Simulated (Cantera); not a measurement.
A perfectly stirred reactor is fed with CH4 : C2H6 : O2 : N2 = 1 : 0.41 : 5.13 : 19.3 (molar parts), equivalence ratio 0.67, at 3.40 bar; it is adiabatic with a 598 K inlet, and is followed from long to short residence time, starting on the burning branch (τ in s: 0.11, 0.055, 0.028, 0.014, 0.0073, 0.0037, 0.0019, 0.00095, 0.00048, 0.00025, 0.00013, 6.4e-05).

Computed with Cantera and GRI-Mech 3.0 (53 species, 325 reactions).

x: mole fraction; the columns are a selection and need not sum to one.

```
τ (s)    T (K)     x CH4      x C2H6    x O2   x C2H4   x CH2O    x HCN    x N2O
-------  -----  --------  ----------  ------  -------  -------  -------  -------
0.11      2029   1.35e-6  (withheld)  0.0646  2.73e-7  2.33e-7  2.77e-8  4.96e-7
0.055     2028   2.50e-6  (withheld)  0.0647  5.23e-7  4.39e-7  3.00e-8  5.42e-7
0.028     2027   4.40e-6  (withheld)  0.0648  9.57e-7  7.83e-7  3.25e-8  6.21e-7
0.014     2023   7.49e-6  (withheld)  0.0649  1.71e-6  1.36e-6  3.59e-8  7.49e-7
0.0073    2018   1.19e-5  (withheld)  0.0650  2.82e-6  2.22e-6  4.06e-8  9.10e-7
0.0037    2010   1.89e-5  (withheld)  0.0652  4.54e-6  3.62e-6  4.78e-8  1.09e-6
0.0019    1999   2.95e-5  (withheld)  0.0655  6.89e-6  5.83e-6  5.79e-8  1.23e-6
0.00095   1982   4.72e-5  (withheld)  0.0660  1.01e-5  9.59e-6  7.37e-8  1.27e-6
0.00048   1958   7.66e-5  (withheld)  0.0668  1.42e-5  1.59e-5  9.81e-8  1.22e-6
0.00025   1927  0.000126  (withheld)  0.0682  1.92e-5  2.63e-5  1.35e-7  1.11e-6
0.00013   1884  0.000220  (withheld)  0.0704  2.62e-5  4.51e-5  1.93e-7  9.72e-7
6.4e-5    1817  0.000468  (withheld)  0.0747  4.19e-5  8.93e-5  2.95e-7  7.82e-7
```

Question: What belongs in the gaps?

Answer: 
- 0.11, x C2H6: 8.58e-8
- 0.055, x C2H6: 1.65e-7
- 0.028, x C2H6: 3.06e-7
- 0.014, x C2H6: 5.59e-7
- 0.0073, x C2H6: 9.56e-7
- 0.0037, x C2H6: 1.63e-6
- 0.0019, x C2H6: 2.71e-6
- 0.00095, x C2H6: 4.57e-6
- 0.00048, x C2H6: 7.67e-6
- 0.00025, x C2H6: 1.28e-5
- 0.00013, x C2H6: 2.26e-5
- 6.4e-5, x C2H6: 4.76e-5
